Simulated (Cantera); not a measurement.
Cantera run, input and output.

```python
import numpy as np
import cantera as ct

gas = ct.Solution("gri30.yaml")


def delay(T, t_max=10):
    gas.TPX = T, 1200000, {'CH4': 1, 'O2': 4.65, 'N2': 17.5}
    reactor = ct.IdealGasConstPressureReactor(gas, clone=False)
    net = ct.ReactorNet([reactor])
    net.rtol, net.atol = 1e-8, 1e-16
    while net.time < t_max:
        t_old, T_old = net.time, reactor.T
        net.step()
        if reactor.T > T + 400:  # ignition: a rise of 400 K
            return t_old + (T + 400 - T_old) / (reactor.T - T_old) * (net.time - t_old)
    return np.nan


taus = []
for T in [1248, 1323, 1398, 1473, 1548, 1623, 1698]:
    taus.append(delay(T))
    print(f"T0 = {T:6g} K   tau = {taus[-1]:.4e} s")
```

Output:

```
T0 =   1248 K   tau = 1.5758e-03 s
T0 =   1323 K   tau = 6.7897e-04 s
T0 =   1398 K   tau = 3.1378e-04 s
T0 =   1473 K   tau = 1.5421e-04 s
T0 =   1548 K   tau = 8.0206e-05 s
T0 =   1623 K   tau = 4.4001e-05 s
T0 =   1698 K   tau = 2.5393e-05 s
```

Model: GRI-Mech 3.0 (53 species, 325 reactions), integrated in Cantera. The pressure lies above the range GRI-Mech 3.0 was tuned for (to about 10 atm).
